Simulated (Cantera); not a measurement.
Standard-state values (1 bar) from the NASA 1993 polynomials, evaluated with Cantera. Values are per mole of reaction as written; species without (g) are pure solids or liquids, kept so even where they would boil at 1 bar.

Question: Between 1725 and 2025 K, where is each reaction favourable under standard conditions?
- SiC₂(g) + Si₃N₄ ⇌ 4 N(g) + 2 Si₂C(g)

Answer: 
- SiC₂(g) + Si₃N₄ ⇌ 4 N(g) + 2 Si₂C(g): ΔG° is 1787 kJ at 1725 K and 1564 kJ at 2025 K; it stays positive (K < 1). ΔH° is 3063 kJ and ΔS° 740 J/K at 2025 K.
